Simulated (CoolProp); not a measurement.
Vapour-liquid equilibrium of fluoroethane (R161) (1) + R1234yf (2) at 216.7 K; x and y are mole fractions of (1).

Computed with CoolProp (multi-fluid Helmholtz-energy mixture model, Wu 2012 and Lemmon 2022; pair parameters Bell 2016).

```
x     bubble pressure (MPa)  y at the bubble point  dew pressure at overall composition x (MPa)  liquid density (mol/L)
----  ---------------------  ---------------------  -------------------------------------------  ----------------------
0.05                0.02693                  0.083                                      0.02653              (withheld)
0.15                0.02877                  0.230                                   (withheld)                   12.36
0.25             (withheld)                  0.355                                      0.02904                   12.82
0.35                0.03206                  0.463                                      0.03042                   13.31
0.45                0.03348                  0.558                                      0.03187                   13.84
0.55             (withheld)                  0.645                                      0.03336                   14.41
0.65                0.03593                  0.725                                      0.03485                   15.02
0.75                0.03695                  0.803                                   (withheld)                   15.68
0.85                0.03786                  0.880                                      0.03752                   16.38
0.95                0.03863                  0.959                                      0.03855                   17.15
```

Task: Fill in the missing entries.

Result: 
- 0.05, liquid density (mol/L): 11.92
- 0.15, dew pressure at overall composition x (MPa): 0.02774
- 0.25, bubble pressure (MPa): 0.03049
- 0.55, bubble pressure (MPa): 0.03477
- 0.75, dew pressure at overall composition x (MPa): 0.03626

No azeotrope shows between x = 0.05 and 0.95.

Pair parameters are fitted to limited data, so mixtures are less certain than the pure fluids.
